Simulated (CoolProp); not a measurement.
Vapour-liquid equilibrium of cyclohexane (1) + o-xylene (2) at 0.321 MPa; x and y are mole fractions of (1).

Computed with CoolProp (multi-fluid Helmholtz-energy mixture model, Zhou 2014 and Zhou 2012; pair parameters Bell 2016).

### Question
Give the bubble temperature and the first vapour's composition at x = 0.05, 0.35, 0.425. Is there an azeotrope?

### Answer
x = 0.05: 459.1 K, y = 0.181; x = 0.35: 427.0 K, y = 0.708; x = 0.425: 421.9 K, y = 0.766. No azeotrope shows between x = 0.05 and 0.95.

The pair parameters rest on a limited set of measurements; away from them the model extrapolates.
